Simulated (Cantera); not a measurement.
A Cantera script and its output.

```python
import numpy as np
import cantera as ct

gas = ct.Solution("gri30.yaml")
gas.TPX = 798, 500000, {'CO': 1, 'H2': 0.072, 'O2': 0.447, 'N2': 1.68}
inlet = ct.Reservoir(gas, clone=True)
gas.equilibrate("HP")  # start burning
reactor = ct.IdealGasConstPressureReactor(gas, energy="on", clone=False)
exhaust = ct.Reservoir(gas, clone=True)
tau = [0.19, 0.071, 0.026, 0.0099, 0.0037, 0.0014, 0.00051, 0.00019, 7.1e-05, 2.7e-05][0]
for a, b in ((inlet, reactor), (reactor, exhaust)):
    ct.MassFlowController(a, b, mdot=lambda t: reactor.mass / tau)
net = ct.ReactorNet([reactor])
show = ['CO', 'H2', 'O2', 'H2O2', 'N2O']

rows = []
print(f"{'tau/s':>10s}{'T/K':>9s}" + "".join(f"{s:>11s}" for s in show))
for tau in [0.19, 0.071, 0.026, 0.0099, 0.0037, 0.0014, 0.00051, 0.00019, 7.1e-05, 2.7e-05]:
    net.initial_time = 0.0
    net.advance(30 * tau)
    before = gas.X
    net.advance(40 * tau)
    drift = np.max(np.abs(gas.X - before) / (gas.X + 1e-9))
    rows.append([gas.T, *gas[show].X, drift])
    print(f"{tau:10.3e}{gas.T:9.1f}" + "".join(f"{x:11.3e}" for x in gas[show].X))
```

Result:

```
     tau/s      T/K         CO         H2         O2       H2O2        N2O
 1.900e-01   2677.7  9.567e-02  1.219e-03  1.199e-02  5.468e-08  6.953e-07
 7.100e-02   2676.4  9.585e-02  1.222e-03  1.210e-02  5.485e-08  6.972e-07
 2.600e-02   2672.8  9.633e-02  1.229e-03  1.240e-02  5.530e-08  7.025e-07
 9.900e-03   2663.9  9.754e-02  1.248e-03  1.315e-02  5.642e-08  7.156e-07
 3.700e-03   2640.8  1.006e-01  1.295e-03  1.498e-02  5.920e-08  7.482e-07
 1.400e-03   2587.8  1.073e-01  1.405e-03  1.880e-02  6.626e-08  8.148e-07
 5.100e-04   2481.0  1.200e-01  1.629e-03  2.549e-02  8.724e-08  9.071e-07
 1.900e-04   2328.5  1.364e-01  1.936e-03  3.341e-02  1.367e-07  9.543e-07
 7.100e-05   2144.1  1.541e-01  2.242e-03  4.151e-02  2.400e-07  9.373e-07
 2.700e-05   1926.6  1.753e-01  2.437e-03  5.160e-02  4.920e-07  8.962e-07
```

Computed with Cantera and GRI-Mech 3.0 (53 species, 325 reactions). The hydrogen kinetics of GRI-Mech 3.0 are dated; newer H2 mechanisms differ, most at raised pressure.
